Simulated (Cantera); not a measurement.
Input: 1 mol C, a varied amount of O₂, equilibrated at 1625 K and 13300 Pa.

These are equilibrium values from Cantera (NASA tables, ideal gas, pure condensed phases), not measurements of a reactor. Candidate condensed phases: C; 12 gas species. The numbers say what is thermodynamically allowed, not how fast it happens.

x: gas mole fraction; n: condensed amount in mol.

```
n(O₂) (mol)   x CO    x CO₂  n C(graphite)
-----------  -----  -------  -------------
0.023        1.000  3.21e-5          0.954
0.031        1.000  3.21e-5          0.938
0.041        1.000  3.21e-5          0.918
0.055        1.000  3.21e-5          0.890
0.074        1.000  3.21e-5          0.852
0.099        1.000  3.21e-5          0.802
0.13         1.000  3.21e-5              ?
0.18         1.000  3.21e-5              ?
0.24         1.000  3.21e-5              ?
0.32         1.000  3.21e-5              ?
0.43         1.000  3.21e-5              ?
0.58         0.840    0.160              ?
```

Fill in the missing entries.


- 0.13, n C(graphite): 0.740
- 0.18, n C(graphite): 0.640
- 0.24, n C(graphite): 0.520
- 0.32, n C(graphite): 0.360
- 0.43, n C(graphite): 0.140
- 0.58, n C(graphite): 0
